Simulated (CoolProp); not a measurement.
A closed Brayton cycle with carbon dioxide: compressor inlet 311.15 K and 9.1 MPa, high pressure 24.7 MPa, turbine inlet 805 K, compressor efficiency 0.8, turbine efficiency 0.85, recuperator effectiveness 0 (on enthalpy, no pinch check). Each further row changes one setting.

The numbers come from the reference Helmholtz-energy equation of state, Span 1996 in CoolProp.

| case | thermal efficiency (%) | net work (kJ/kg) | compressor to turbine work | compressor exit (K) | turbine exit (K) |
|---|---|---|---|---|---|
| as stated | ? | 91.1 | 0.24 | 347.2 | 693.1 |
| turbine inlet 755 K | 13.7 | 82.5 | 0.26 | 347.2 | 646.9 |
| compressor inlet 321.15 K | 13.2 | 74.0 | 0.38 | 393.7 | 693.1 |
| high pressure 21 MPa | ? | 79.4 | 0.22 | 340.6 | ? |
| recuperator effectiveness 0.5 | 20.1 | 91.1 | 0.24 | 347.2 | 693.1 |

**Question.** Fill in the missing entries.

**Answer.** 
- as stated, thermal efficiency (%): 13.8
- high pressure 21 MPa, thermal efficiency (%): 11.8
- high pressure 21 MPa, turbine exit (K): 710.8
